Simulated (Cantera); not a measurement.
Adiabatic ignition

An adiabatic, constant-volume homogeneous reactor starts with 14.4 % CO, 1.34 % H2, 5.19 % CH4, 16.6 % O2, 62.5 % N2, equivalence ratio 1.1, at 1550 K and 10500 Torr.

Detailed kinetics in Cantera: GRI-Mech 3.0 (53 species, 325 reactions). The pressure lies above the range GRI-Mech 3.0 was tuned for (to about 10 atm). Above 3000 K some thermodynamic fits are extrapolated.

| t (s) | T (K) | P (bar) | x CO | x H2 | x CH4 | x HCO | x H | x CH2 | x OH |
|---|---|---|---|---|---|---|---|---|---|
| 3.00e-6 | 1550 | 14.0 | 0.144 | 0.0134 | 0.0519 | 3.96e-10 | 4.06e-7 | 1.34e-10 | 4.60e-7 |
| 1.06e-5 | 1554 | 14.0 | 0.144 | 0.0133 | 0.0513 | 2.42e-8 | 3.99e-6 | 1.09e-8 | 4.22e-6 |
| 3.74e-5 | 3191 | 28.3 | 0.0881 | 0.00986 | <1e-12 | 8.19e-7 | 0.00520 | 2.15e-12 | 0.0195 |
| 0.000132 | 3165 | 28.0 | 0.0892 | 0.0102 | <1e-12 | 7.98e-7 | 0.00491 | 2.04e-12 | 0.0176 |
| 0.000466 | 3164 | 28.0 | 0.0892 | 0.0102 | <1e-12 | 7.98e-7 | 0.00491 | 2.04e-12 | 0.0176 |
| 0.00164 | 3164 | 28.0 | 0.0892 | 0.0102 | <1e-12 | 7.98e-7 | 0.00491 | 2.04e-12 | 0.0176 |
| 0.00580 | 3164 | 28.0 | 0.0892 | 0.0102 | <1e-12 | 7.98e-7 | 0.00491 | 2.04e-12 | 0.0176 |
| 0.0205 | 3164 | 28.0 | 0.0892 | 0.0102 | <1e-12 | 7.98e-7 | 0.00491 | 2.04e-12 | 0.0176 |
| 0.0722 | 3164 | 28.0 | 0.0892 | 0.0102 | <1e-12 | 7.98e-7 | 0.00491 | 2.04e-12 | 0.0176 |
| 0.255 | 3164 | 28.0 | 0.0892 | 0.0102 | <1e-12 | 7.98e-7 | 0.00491 | 2.04e-12 | 0.0176 |
| 0.900 | 3164 | 28.0 | 0.0892 | 0.0102 | <1e-12 | 7.98e-7 | 0.00491 | 2.04e-12 | 0.0176 |
x: mole fraction; the columns are a selection and need not sum to one.

- time of steepest temperature rise = 33.3 µs
- temperature at 0.900 s = 3164 K
- equilibrium temperature = 3164 K
- x(CO) at 0.900 s = 0.0892 (gas-phase equilibrium 0.0892)
- x(H2) at 0.900 s = 0.0102 (gas-phase equilibrium 0.0102)
- x(CH4) at 0.900 s = <1e-12 (gas-phase equilibrium <1e-12)
